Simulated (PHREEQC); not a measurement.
Make-up at 20 °C and 300 atm: 0.0027 mol/kgw HF, 0.00015 mol/kgw FeCl3 and 0.0018 mol/kgw KCl. Closed to the air; pH follows from the charge balance.

All values are PHREEQC results (ion-association model, phreeqc.dat), not measurements.

### Question
The ionic strength comes out as 0.00322 mol/kgw. What activity coefficients do FeF2+, K+, Cl-, F-, FeF+2 get?

### Answer
FeF2+ 0.94, K+ 0.94, Cl- 0.94, F- 0.94, FeF+2 0.79.

Precipitation was switched off in this run. The solution is supersaturated, for example in Hematite (slow to form), Goethite (slow to form), so a real one may precipitate; this is no full list. Under pressure, the constants of complexes without a molar volume in the database are unreliable. Fluoro complexes past AlF4- and FeF3 are missing from the database.
